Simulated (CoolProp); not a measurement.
Saturation properties of isobutene (Tc = 144.9 °C, pc = 40.16 bar, ω = 0.193).

Model: reference Helmholtz-energy equation of state, Lemmon 2005, in CoolProp. It is a short technical equation, of lower accuracy than the large ones.

| T (°C) | p (bar) | liquid density (kg/m³) | vapour Z |
|---|---|---|---|
| -29.55 | 0.3813 | 651.5 | 0.9779 |
| -25.55 | 0.4603 | 647.1 | 0.9749 |
| -21.45 | 0.5544 | 642.6 | 0.9715 |
| -17.45 | 0.6604 | 638.2 | 0.9679 |
| -13.45 | 0.7816 | 633.8 | 0.9641 |
| -9.45 | 0.9198 | 629.3 | 0.9599 |
| -5.45 | 1.076 | 624.7 | 0.9555 |
| -1.45 | 1.253 | 620.1 | 0.9507 |
| 2.55 | 1.451 | 615.5 | 0.9456 |
| 6.55 | 1.673 | 610.8 | 0.9402 |
| 10.55 | 1.920 | 606.1 | 0.9344 |

It boils at -7.0 °C under 1 atm.
